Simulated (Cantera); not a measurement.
Input (Python, Cantera) and output of one run.

```python
import numpy as np
import cantera as ct

gas_names = """
    Ca CaO CaOH CaO2H2 Ca2 H HO2 H2 H2O H2O2 O OH O2 O3
""".split()
cond_names = """
    Ca(a) Ca(b) Ca(L) CaO(s) CaO(L) CaO2H2(s) H2O(s) H2O(L)
""".split()


# ... load() reads the species with a 1 bar reference pressure and builds the phases ...
atoms = {
    'Ca(OH)2': {'Ca': 1, 'O': 2, 'H': 2},
    'H2': {'H': 2},
}
top_T = {}  # K; cautious upper limits of use, not melting points


# ... equilibrate(T, P, feed) seeds the gas with the atoms and calls Mixture.equilibrate('TP', solver="vcs", rtol=1e-11, max_steps=5000) ...
results = []
feed = {'Ca(OH)2': 1, 'H2': 0.13}  # mol
T = 550  # K
P = 133.322  # Pa
mix = equilibrate(T, P, feed)
results.append((T, P, feed, dict(zip(mix.species_names, mix.species_moles))))
x = sorted(zip(gas.X, gas.species_names), reverse=True)
print(f"T = {T:g} K  P = {P:g} Pa  gas = {mix.phase_moles(0):.4g} mol")
print("   x: " + "  ".join(f"{s} {v:.3e}" for v, s in x if v > 0.001))
print("   condensed (mol): " + ("  ".join(f"{mix.phase(i).name} {mix.phase_moles(i):.4g}"
      for i in range(1, mix.n_phases) if mix.phase_moles(i) > 1e-12) or "none"))
```

It prints:

```
T = 550 K  P = 133.322 Pa  gas = 0.543 mol
   x: H2O 7.606e-01  H2 2.394e-01
   condensed (mol): CaO(s) 0.413  CaO2H2(s) 0.587
```

Cantera equilibrium calculation (NASA polynomials, part measured and part estimated; ideal gas, pure solids and liquids).
